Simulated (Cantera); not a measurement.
An adiabatic, constant-volume homogeneous reactor starts with CH4 : C2H6 : O2 : N2 = 1 : 0.17 : 1.13 : 4.24 (molar parts), at 1400 K and 1.09 atm.

Computed with Cantera and GRI-Mech 3.0 (53 species, 325 reactions).

### Question
Predict: time of steepest temperature rise; temperature at 0.800 s; equilibrium temperature; x(O2) at 0.800 s; x(CO2) at 0.800 s.

### Answer
time of steepest temperature rise: 0.500 ms
temperature at 0.800 s: 2571 K
equilibrium temperature: 2571 K
x(O2) at 0.800 s: 6.76e-6 (gas-phase equilibrium 6.76e-6)
x(CO2) at 0.800 s: 0.0118 (gas-phase equilibrium 0.0118)
